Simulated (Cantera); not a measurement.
A Cantera script and what it prints.

```python
import numpy as np
import cantera as ct

gas_names = """
    C CO CO2 C2 C2O C3 C3O2 C4 C5 Fe FeC5O5 FeO O O2 O3
""".split()
cond_names = """
    C(gr) Fe(a) Fe(c) Fe(d) Fe(L) FeC5O5(L) FeO(s) FeO(L) Fe2O3(s) Fe3O4(s)
""".split()


# ... load() reads the species with a 1 bar reference pressure and builds the phases ...
atoms = {
    'Fe3O4': {'Fe': 3, 'O': 4},
    'CO': {'C': 1, 'O': 1},
}
top_T = {'C(gr)': 4500, 'Fe2O3(s)': 1830, 'Fe3O4(s)': 1870}  # K; cautious upper limits of use, not melting points


# ... equilibrate(T, P, feed) seeds the gas with the atoms and calls Mixture.equilibrate('TP', solver="vcs", rtol=1e-11, max_steps=5000) ...
results = []
feed = {'Fe3O4': 1, 'CO': 6}  # mol
T = 1198.15  # K
P = 9300  # Pa
mix = equilibrate(T, P, feed)
results.append((T, P, feed, dict(zip(mix.species_names, mix.species_moles))))
x = sorted(zip(gas.X, gas.species_names), reverse=True)
print(f"T = {T:g} K  P = {P:g} Pa  gas = {mix.phase_moles(0):.4g} mol")
print("   x: " + "  ".join(f"{s} {v:.3e}" for v, s in x if v > 0.0001))
print("   condensed (mol): " + ("  ".join(f"{mix.phase(i).name} {mix.phase_moles(i):.4g}"
      for i in range(1, mix.n_phases) if mix.phase_moles(i) > 1e-12) or "none"))
```

Output:

```
T = 1198.15 K  P = 9300 Pa  gas = 6 mol
   x: CO 8.319e-01  CO2 1.681e-01
   condensed (mol): Fe(c) 0.008841  FeO(s) 2.991
```

These are equilibrium values from Cantera (NASA tables, ideal gas, pure condensed phases), not measurements of a reactor. Mutual solubility and eutectic melting of coexisting phases are not modelled. The tables' stoichiometric FeO is somewhat more stable than real wüstite, so its field is too wide. FeO: taken at fixed stoichiometry.
